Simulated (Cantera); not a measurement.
Feed: 1 mol c-C₄F₈, 0.26 mol Si, 0.083 mol CH₄, held at 1750 K and 1.35 Torr.

Cantera equilibrium calculation (NASA polynomials, part measured and part estimated; ideal gas, pure solids and liquids). Candidate condensed phases: C, C₆H₆, C₇H₈, C₈H₁₈, Si, SiC; 113 gas species. The feed counts by its element totals alone. Gases not in the tables: C₂F₆ and larger saturated fluorocarbons. Rates play no part.

What is the equilibrium state?


| Item | Value |
|---|---|
| x(CF₄) | 0.711 |
| x(HF) | 0.145 |
| x(SiF₄) | 0.114 |
| x(CF₂) | 0.0206 |
| x(F) | 0.00780 |
| x(CF₃) | 0.00158 |
| x(CF) | 8.75e-6 |
| x(SiF₃) | 1.35e-6 |
| n(C(graphite)) | 2.41 mol |
| gas amount | 2.287 mol |
| log10 activity of Si(l) (absent) | -21.51 |
